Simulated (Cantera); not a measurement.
An adiabatic, constant-volume homogeneous reactor starts with 3.53 % CH4, 26.5 % O2, 70.0 % N2, equivalence ratio 0.27, at 1325 K and 150000 Pa.

Computed with Cantera and GRI-Mech 3.0 (53 species, 325 reactions).

**Question.** Predict: time of steepest temperature rise; temperature at 8.00 s; equilibrium temperature; x(O2) at 8.00 s; x(NO) at 8.00 s; x(O) at 8.00 s.

**Answer.** 
```json
{
 "time_of_steepest_temperature_rise": "2.50 ms",
 "temperature at 8.00 s": "2225 K",
 "equilibrium_temperature": "2225 K",
 "x(O2) at 8.00 s": "0.187 (gas-phase equilibrium 0.187)",
 "x(NO) at 8.00 s": "0.0119 (gas-phase equilibrium 0.0119)",
 "x(O) at 8.00 s": "0.000866 (gas-phase equilibrium 0.000866)"
}
```
